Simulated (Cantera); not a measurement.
**Thermodynamics of halide evaporation, hydrolysis and transport, feed CaCl₂ + H₂ + H₂O**

Charge: 1 mol CaCl₂, 0.1 mol H₂, 0.2 mol H₂O, at 0.00133 bar.

These are equilibrium values from Cantera (NASA tables, ideal gas, pure condensed phases), not measurements of a reactor. Candidate condensed phases: Ca, CaCl₂, CaO, Ca(OH)₂, H₂O; 21 gas species. Mutual solubility and eutectic melting of coexisting phases are not modelled. Condensed phases not in the tables: oxide chlorides. Rates play no part.

```json
[
 {"T (K)": "950", "log p CaCl₂": "-8.52", "log p H₂O": "-3.06", "log p HCl": "-4.49", "log p H₂": "-3.36", "log p Cl": "-12.09", "log p H": "-10.93", "log p CaCl": "<-14", "n CaCl₂(s)": "0.996", "n CaO(s)": "0.00368", "n CaCl₂(l)": "0"},
 {"T (K)": "1025", "log p CaCl₂": "-7.26", "log p H₂O": "-3.09", "log p HCl": "-4.07", "log p H₂": "-3.37", "log p Cl": "-10.78", "log p H": "-10.04", "log p CaCl": "<-14", "n CaCl₂(s)": "0.990", "n CaO(s)": "0.00985", "n CaCl₂(l)": "0"},
 {"T (K)": "1100", "log p CaCl₂": "-6.26", "log p H₂O": "-3.13", "log p HCl": "-3.76", "log p H₂": "-3.38", "log p Cl": "-9.70", "log p H": "-9.28", "log p CaCl": "-13.70", "n CaCl₂(s)": "0", "n CaO(s)": "0.0210", "n CaCl₂(l)": "0.979"},
 {"T (K)": "1175", "log p CaCl₂": "-5.41", "log p H₂O": "-3.20", "log p HCl": "-3.52", "log p H₂": "-3.41", "log p Cl": "-8.78", "log p H": "-8.61", "log p CaCl": "-12.30", "n CaCl₂(s)": "0", "n CaO(s)": "0.0387", "n CaCl₂(l)": "0.960"},
 {"T (K)": "1250", "log p CaCl₂": "-4.68", "log p H₂O": "-3.31", "log p HCl": "-3.33", "log p H₂": "-3.44", "log p Cl": "-8.00", "log p H": "-8.04", "log p CaCl": "-11.06", "n CaCl₂(s)": "0", "n CaO(s)": "0.0645", "n CaCl₂(l)": "0.930"},
 {"T (K)": "1325", "log p CaCl₂": "-4.03", "log p H₂O": "-3.50", "log p HCl": "-3.21", "log p H₂": "-3.51", "log p Cl": "-7.32", "log p H": "-7.54", "log p CaCl": "-9.94", "n CaCl₂(s)": "0", "n CaO(s)": "0.0978", "n CaCl₂(l)": "0.872"},
 {"T (K)": "1400", "log p CaCl₂": "-3.46", "log p H₂O": "-3.85", "log p HCl": "-3.21", "log p H₂": "-3.65", "log p Cl": "-6.78", "log p H": "-7.14", "log p CaCl": "-8.88", "n CaCl₂(s)": "0", "n CaO(s)": "0.138", "n CaCl₂(l)": "0.710"},
 {"T (K)": "1475", "log p CaCl₂": "-3.07", "log p H₂O": "-4.56", "log p HCl": "-3.45", "log p H₂": "-3.99", "log p Cl": "-6.43", "log p H": "-6.88", "log p CaCl": "-7.92", "n CaCl₂(s)": "0", "n CaO(s)": "0.173", "n CaCl₂(l)": "0"},
 {"T (K)": "1550", "log p CaCl₂": "-3.07", "log p H₂O": "-4.45", "log p HCl": "-3.47", "log p H₂": "-3.99", "log p Cl": "-6.08", "log p H": "-6.50", "log p CaCl": "-7.44", "n CaCl₂(s)": "0", "n CaO(s)": "0.165", "n CaCl₂(l)": "0"},
 {"T (K)": "1625", "log p CaCl₂": "-3.06", "log p H₂O": "-4.36", "log p HCl": "-3.49", "log p H₂": "-3.99", "log p Cl": "-5.76", "log p H": "-6.15", "log p CaCl": "-7.00", "n CaCl₂(s)": "0", "n CaO(s)": "0.157", "n CaCl₂(l)": "0"},
 {"T (K)": "1700", "log p CaCl₂": "-3.06", "log p H₂O": "-4.29", "log p HCl": "-3.52", "log p H₂": "-3.99", "log p Cl": "-5.47", "log p H": "-5.82", "log p CaCl": "-6.60", "n CaCl₂(s)": "0", "n CaO(s)": "0.149", "n CaCl₂(l)": "0"},
 {"T (K)": "1775", "log p CaCl₂": "-3.06", "log p H₂O": "-4.23", "log p HCl": "-3.55", "log p H₂": "-3.98", "log p Cl": "-5.21", "log p H": "-5.53", "log p CaCl": "-6.22", "n CaCl₂(s)": "0", "n CaO(s)": "0.142", "n CaCl₂(l)": "0"},
 {"T (K)": "1850", "log p CaCl₂": "-3.06", "log p H₂O": "-4.18", "log p HCl": "-3.57", "log p H₂": "-3.98", "log p Cl": "-4.97", "log p H": "-5.26", "log p CaCl": "-5.88", "n CaCl₂(s)": "0", "n CaO(s)": "0.135", "n CaCl₂(l)": "0"},
 {"T (K)": "1925", "log p CaCl₂": "-3.06", "log p H₂O": "-4.15", "log p HCl": "-3.60", "log p H₂": "-3.98", "log p Cl": "-4.76", "log p H": "-5.01", "log p CaCl": "-5.56", "n CaCl₂(s)": "0", "n CaO(s)": "0.130", "n CaCl₂(l)": "0"}
]
```
log p: log10 of the partial pressure in bar; n: condensed amount in mol.

From 950 K to 1025 K the condensed part is CaCl₂(s) + CaO(s). From 1100 K to 1400 K the condensed part is CaCl₂(l) + CaO(s). From 1475 K to 1925 K the condensed part is CaO(s). The main Ca-bearing gas is CaCl₂ throughout.
